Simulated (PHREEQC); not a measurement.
PHREEQC input (ion-association model, phreeqc.dat):

```
SOLUTION 1
  temp 25
  units mol/kgw
  pH 7 charge
  Cl 0.074
  Ca 0.037
END
SELECTED_OUTPUT 1
  -reset false
  -pH true
  -pe true
  -ionic_strength true
  -water true
  -totals Ca Cl Mtg
  -molalities H+ Ca+2 Cl- OH- CaOH+
USER_PUNCH 1
  -headings p_Mtg(g) phi_Mtg(g) p_H2O(g) phi_H2O(g) density
  10 PUNCH PR_P("Mtg(g)"), PR_PHI("Mtg(g)"), PR_P("H2O(g)"), PR_PHI("H2O(g)"), RHO
PRINT
  -reset false
USE solution 1
REACTION_TEMPERATURE 1
  20
GAS_PHASE 1
  -fixed_pressure
  -pressure 100
  -temperature 20
  -volume 20
  Mtg(g) 100
  H2O(g) 0
END
# ... the last block is repeated for the other 7 points of T (°C)
```

Selected output (columns that matter, 8 of 8 rows; T (°C) added in front):

```
T (°C)	pH	mu	Ca	Cl	Mtg	m_H+	m_Ca+2	m_Cl-	m_OH-	p_Mtg(g)	phi_Mtg(g)	p_H2O(g)	phi_H2O(g)	density
20	6.9873	0.11107	0.037024	0.074049	0.12161	1.2511e-07	0.037024	0.074049	9.5636e-08	99.964	0.80633	0.035962	0.6933	1.0041
30	6.8514	0.11112	0.03704	0.07408	0.10132	1.7157e-07	0.03704	0.07408	1.5022e-07	99.938	0.82628	0.062492	0.71937	1.0017
40	6.7157	0.11119	0.037063	0.074127	0.088946	2.3525e-07	0.037063	0.074127	2.198e-07	99.895	0.84412	0.10471	0.7425	0.99842
50	6.5867	0.11129	0.037098	0.074196	0.081492	3.1775e-07	0.037098	0.074196	3.0641e-07	99.83	0.86011	0.16969	0.76297	0.99435
60	6.4667	0.11144	0.037147	0.074294	0.077308	4.2042e-07	0.037147	0.074294	4.1194e-07	99.733	0.87449	0.26672	0.781	0.98962
70	6.3564	0.11165	0.037216	0.074432	0.075439	5.4423e-07	0.037216	0.074432	5.3774e-07	99.592	0.88745	0.40769	0.79677	0.98432
80	6.2555	0.11193	0.03731	0.07462	0.075304	6.896e-07	0.03731	0.07462	6.8453e-07	99.393	0.89917	0.60741	0.81038	0.97848
90	6.1635	0.11231	0.037437	0.074873	0.076539	8.5631e-07	0.037437	0.074873	8.5228e-07	99.116	0.90978	0.88394	0.82193	0.97215
```

Species that the database lacks are ignored. Away from 25 °C the constants follow the database's enthalpies or fits; those with neither stay at their 25 °C values.
